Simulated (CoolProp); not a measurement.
Vapour-liquid equilibrium of R134a (1) + n-butane (2) at 287.7 K; x and y are mole fractions of (1).

The numbers come from the multi-fluid Helmholtz-energy mixture model, Tillner-Roth 1994 and Bücker 2006; pair parameters Bell 2016 in CoolProp.

```tsv
x	bubble pressure, mixture model (MPa)	bubble pressure, Raoult's law (MPa)	y, mixture model	y, Raoult's law
0.05	[?]	0.1889	[?]	0.127
0.2	0.4272	0.2351	0.624	0.410
0.35	[?]	0.2813	[?]	0.599
0.5	0.5021	0.3274	0.713	0.735
0.65	0.5149	0.3736	0.742	0.837
0.8	0.5209	0.4198	0.796	0.917
0.95	0.5017	0.4660	0.920	0.981
```

Problem. Some entries are withheld; supply them.

Solution. 
- 0.05, bubble pressure, mixture model (MPa): 0.2716
- 0.05, y, mixture model: 0.370
- 0.35, bubble pressure, mixture model (MPa): 0.4809
- 0.35, y, mixture model: 0.684

The largest gap from Raoult's law is +81.7 % in bubble pressure, at x = 0.2. y crosses x between x = 0.65 and 0.8: the model has an azeotrope there.

The pair parameters rest on a limited set of measurements; away from them the model extrapolates. With so large a gap from Raoult's law the liquid may split in two, which this calculation doesn't test in full.
